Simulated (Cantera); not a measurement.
# Gas-phase reforming

A perfectly stirred reactor is fed with CH4 : H2O = 1 : 0.36 (molar parts), at 100.0 Torr; it is held at 1525 K, and followed from long to short residence time.

Cantera simulation using GRI-Mech 3.0 (53 species, 325 reactions); the numbers are that mechanism's predictions, not measurements. GRI-Mech 3.0 stops at C3 and has no aromatics, soot or wall deposition, so with more carbon than oxygen in the feed, carbon stays in small species such as C2H2 where larger ones or solid carbon would form.

| τ (s) | x CH4 | x H2O | x HO2 | x H2 | x CH3 | x OH | x CO2 |
|---|---|---|---|---|---|---|---|
| 0.96 | 0.347 | 0.201 | <1e-12 | 0.338 | 0.000392 | 3.48e-7 | 0.000307 |
| 0.55 | 0.421 | 0.215 | <1e-12 | 0.271 | 0.000474 | 3.71e-7 | 0.000123 |
| 0.32 | 0.491 | 0.227 | <1e-12 | 0.209 | 0.000558 | 3.95e-7 | 4.49e-5 |
| 0.19 | 0.553 | 0.237 | <1e-12 | 0.155 | 0.000639 | 4.20e-7 | 1.55e-5 |
| 0.11 | 0.608 | 0.246 | <1e-12 | 0.107 | 0.000718 | 4.45e-7 | 4.70e-6 |
| 0.062 | 0.654 | 0.254 | <1e-12 | 0.0663 | 0.000782 | 4.64e-7 | 1.26e-6 |
| 0.036 | 0.686 | 0.259 | <1e-12 | 0.0386 | 0.000812 | 4.68e-7 | 3.42e-7 |
| 0.021 | 0.708 | 0.262 | <1e-12 | 0.0203 | 0.000797 | 4.51e-7 | 8.61e-8 |
| 0.012 | 0.722 | 0.263 | <1e-12 | 0.00935 | 0.000729 | 4.08e-7 | 1.73e-8 |
| 0.0070 | 0.729 | 0.264 | <1e-12 | 0.00409 | 0.000625 | 3.49e-7 | 2.91e-9 |
x: mole fraction; the columns are a selection and need not sum to one.
